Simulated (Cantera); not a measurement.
Stirred combustor or abatement burner

A perfectly stirred reactor is fed with CH4 : O2 : N2 = 1 : 1.25 : 7.5 (molar parts), equivalence ratio 1.6, at 5.00 bar; it is adiabatic with a 425 K inlet, and is followed from long to short residence time, starting on the burning branch (τ in s: 0.097, 0.035, 0.013, 0.0046, 0.0017, 0.00061, 0.00022, 8e-05, 2.9e-05, 1e-05).

Detailed kinetics in Cantera: GRI-Mech 3.0 (53 species, 325 reactions).

| τ (s) | T (K) | x CH4 | x O2 | x NO2 | x CH3 | x NO | x HCO | x H |
|---|---|---|---|---|---|---|---|---|
| 0.097 | 1632 | 0.0122 | 0.00178 | 2.35e-11 | 8.31e-5 | 3.13e-8 | 8.32e-9 | 1.33e-5 |
| 0.035 | 1614 | 0.0136 | 0.00376 | 4.88e-11 | 0.000118 | 2.95e-8 | 2.03e-8 | 1.62e-5 |
| 0.013 | 1568 | 0.0156 | 0.00820 | 1.01e-10 | 0.000153 | 2.26e-8 | 6.02e-8 | 1.85e-5 |
| 0.0046 | 425 | 0.103 | 0.128 | <1e-12 | <1e-12 | <1e-12 | <1e-12 | <1e-12 |
| 0.0017 | 425 | 0.103 | 0.128 | <1e-12 | <1e-12 | <1e-12 | <1e-12 | <1e-12 |
| 0.00061 | 425 | 0.103 | 0.128 | <1e-12 | <1e-12 | <1e-12 | <1e-12 | <1e-12 |
| 0.00022 | 425 | 0.103 | 0.128 | <1e-12 | <1e-12 | <1e-12 | <1e-12 | <1e-12 |
| 8.0e-5 | 425 | 0.103 | 0.128 | <1e-12 | <1e-12 | <1e-12 | <1e-12 | <1e-12 |
| 2.9e-5 | 425 | 0.103 | 0.128 | <1e-12 | <1e-12 | <1e-12 | <1e-12 | <1e-12 |
| 1.0e-5 | 425 | 0.103 | 0.128 | <1e-12 | <1e-12 | <1e-12 | <1e-12 | <1e-12 |
x: mole fraction; the columns are a selection and need not sum to one.
